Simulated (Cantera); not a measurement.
Charge: 1 mol Ti(OiPr)4, 1.6 mol H2O, 17 mol H2, equilibrated at 1477 °C and 78.0 mbar.

Equilibrium computed with Cantera from the NASA thermochemical tables; the gas is ideal and each condensed phase is pure. Candidate condensed phases: C, C6H6, C7H8, C8H18, H2O, Ti, TiC, TiO, TiO2, Ti2O3, Ti3O5, Ti4O7; 113 gas species. The feed counts by its element totals alone. TiC: taken at fixed stoichiometry. Rates play no part.

Base state: H2 0.853, CO 0.147, H 0.000769, C2H2 (acetylene) 9.80e-5, CH4 5.18e-5 (mole fractions); condensed: C(graphite) + TiC(s).

**Question.** What changes in the equilibrium state with this change: temperature from 1477 °C to 1750 °C?

**Answer.** 
```csv
species,before,after
H2,0.853,0.847
CO,0.147,0.146
H,0.000769,0.00626
C2H2 (acetylene),9.80e-5,0.000756
CH4,5.18e-5,2.24e-5
"C(graphite), mol",5.39,5.34
"TiC(s), mol",1.00,1.000
```
